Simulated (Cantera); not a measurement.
An isothermal, constant-pressure homogeneous reactor starts with 87.7 % NO, 12.3 % N₂, at 1573 K and 0.300 bar.

Computed with Cantera and GRI-Mech 3.0 (53 species, 325 reactions).

x: mole fraction; the columns are a selection and need not sum to one.

```tsv
t (s)	x NO	x N₂O	x O	x O₂	x NO₂	x N₂
0.000600	0.877	3.11e-6	___	7.97e-9	2.78e-6	0.123
0.00262	0.877	1.33e-5	___	9.30e-8	1.35e-5	0.123
0.0115	0.877	5.35e-5	___	2.01e-6	6.16e-5	0.123
0.0501	0.877	0.000166	___	6.54e-5	0.000226	0.123
0.219	0.875	0.000260	___	0.000846	0.000335	0.124
0.958	0.867	0.000258	___	0.00462	0.000423	0.128
4.19	0.835	0.000237	___	0.0205	0.000663	0.144
18.3	0.718	0.000172	___	0.0788	0.00105	0.202
80.0	0.440	6.32e-5	___	0.218	0.00106	0.341
```

Task: Fill in the missing entries.

Result: 
- 0.000600, x O: 3.56e-7
- 0.00262, x O: 4.11e-7
- 0.0115, x O: 6.45e-7
- 0.0501, x O: 1.32e-6
- 0.219, x O: 1.76e-6
- 0.958, x O: 2.15e-6
- 4.19, x O: 3.27e-6
- 18.3, x O: 5.69e-6
- 80.0, x O: 9.10e-6
